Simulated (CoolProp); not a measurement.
A single-stage vapour-compression cycle with the fluid: evaporating at 235.15 K (dew point), condensing at 267.15 K (bubble point), superheat 8 K, subcooling 0 K, compressor efficiency 0.8, no pressure losses. The same conditions are run with several fluids, on thermodynamics alone (safety and materials aside).

Values from CoolProp's reference Helmholtz-energy equation of state of each fluid (ethane: Bücker 2006; R404A: Lemmon 2003; cis-2-butene: Lemmon 2005; R21: Platzer 1990; R407C: Lemmon 2003; isobutene: Lemmon 2005). The equations of Platzer and Polt are older, rougher fits. Blends and air are pseudo-pure fits.

```tsv
fluid	cooling COP	pressure ratio	discharge temperature (K)	refrigerating effect (kJ/kg)	volumetric capacity (kJ/m³)
ethane	4.62	2.48	297.8	325	4610
R404A	4.93	3.51	289.2	159	1160
cis-2-butene	5.29	4.67	300.2	396	164
R21	5.25	5.12	321.9	235	129
R407C	4.13	4.91	311.1	204	851
isobutene	5.27	4.22	291.9	361	254
```
